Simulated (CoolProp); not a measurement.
A single-stage vapour-compression cycle with the fluid: evaporating at 307.15 K (dew point), condensing at 356.15 K (bubble point), superheat 0 K, subcooling 8 K, compressor efficiency 0.65, no pressure losses. The same conditions are run with several fluids, on thermodynamics alone (safety and materials aside).

The numbers come from the reference Helmholtz-energy equation of state of each fluid (R113: Marx 1992; carbonyl sulfide: Lemmon 2006; hydrogen sulfide: Lemmon 2006; sulfur dioxide: Gao 2016; neopentane: Lemmon 2006; R134a: Tillner-Roth 1994) in CoolProp.

| fluid | cooling COP | pressure ratio | discharge temperature (K) | refrigerating effect (kJ/kg) | volumetric capacity (kJ/m³) |
|---|---|---|---|---|---|
| R113 | 3.50 | 4.54 | 357.6 | 110 | 523 |
| carbonyl sulfide | 3.04 | 2.71 | 403.1 | 171 | 7940 |
| hydrogen sulfide | 2.91 | 2.68 | 420.8 | 292 | 12300 |
| sulfur dioxide | 3.47 | 3.67 | 438.3 | 287 | 4120 |
| neopentane | 3.21 | 3.47 | 356.2 | 193 | 1340 |
| R134a | 2.92 | 3.25 | 370.1 | 104 | 4400 |

The compression ends wet for: neopentane.
